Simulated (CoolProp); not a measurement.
Model: reference Helmholtz-energy equation of state, Thol 2016, in CoolProp.

Task: Give the vapour pressure (MPa), liquid density (kg/m³), vapour density (kg/m³), enthalpy of vaporisation (kJ/kg) of saturated hexamethyldisiloxane (MM) at 407.4, 446.7 K.

Result: 
```
T (K)  p (MPa)  liquid density (kg/m³)  vapour density (kg/m³)  enthalpy of vaporisation (kJ/kg)
-----  -------  ----------------------  ----------------------  --------------------------------
407.4    0.245                     632                    13.3                               174
446.7    0.568                     573                    31.7                               146
```
